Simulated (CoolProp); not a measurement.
Vapour-liquid equilibrium of ethylbenzene (1) + n-nonane (2) at 0.0137 MPa; x and y are mole fractions of (1).

Values from CoolProp's multi-fluid Helmholtz-energy mixture model, Zhou 2012 and Lemmon 2006; pair parameters Bell 2016.

```
x      bubble temperature (K)  y at the bubble point  dew temperature at overall composition x (K)  liquid density (mol/L)
-----  ----------------------  ---------------------  --------------------------------------------  ----------------------
0.05                    360.4                  0.097                                         361.0                   5.262
0.125                   358.6                  0.225                                         360.0                   5.406
0.2                     356.9                  0.334                                         358.9                   5.556
0.275                   355.5                  0.427                                         357.8                   5.713
0.35                    354.2                  0.507                                         356.7                   5.876
0.425                   353.0                  0.578                                         355.5                   6.047
0.5                     352.0                  0.640                                         354.3                   6.226
0.575                   351.2                  0.698                                         353.1                   6.414
0.65                    350.4                  0.751                                         351.9                   6.613
0.725                   349.7                  0.802                                         350.8                   6.823
0.8                     349.1                  0.853                                         349.8                   7.045
0.875                   348.6                  0.905                                         348.9                   7.281
0.95                    348.2                  0.960                                         348.3                   7.532
```

No azeotrope shows between x = 0.05 and 0.95.

The pair parameters rest on a limited set of measurements; away from them the model extrapolates.
